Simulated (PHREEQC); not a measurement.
Solution (25 °C): 0.062 mol NH4F and 0.0013 mol H2S per kg of water. Closed to the air; pH follows from the charge balance.

Computed with PHREEQC (ion-association model, wateq4f.dat).

Each row changes one thing in this solution. Precipitation was switched off in this run.

```tsv
case	pH	HF (mol/kgw)	HF2- (mol/kgw)	NH3 (mol/kgw)
as made	5.83	0.000108	2.60e-5	1.93e-5
0.00078 mol/kgw KOH added	6.79	1.17e-5	[?]	0.000177
H2S left out	6.25	4.07e-5	9.81e-6	5.12e-5
0.0012 mol/kgw HF added	4.88	0.000964	[?]	2.16e-6
temperature from 25 to 45 °C	5.77	[?]	4.72e-5	6.31e-5
NH4F from 0.062 to 0.031 mol/kgw	5.70	7.82e-5	9.34e-6	7.42e-6
0.00072 mol/kgw K2CO3 added	6.86	1.00e-5	2.42e-6	0.000207
H2S replaced by NH4HS at the same molality	7.16	5.00e-6	1.21e-6	0.000422
diluted 100-fold with water	6.03	8.50e-7	[?]	3.65e-7
```

Question: Some entries are withheld; supply them.

Answer: 
- 0.00078 mol/kgw KOH added, HF2- (mol/kgw): 2.83e-6
- 0.0012 mol/kgw HF added, HF2- (mol/kgw): 0.000232
- temperature from 25 to 45 °C, HF (mol/kgw): 0.000176
- diluted 100-fold with water, HF2- (mol/kgw): 2.02e-9

Species that the database lacks are ignored. Away from 25 °C the constants follow the database's enthalpies or fits; those with neither stay at their 25 °C values. The polysulfide entries of wateq4f.dat were taken out for this run.
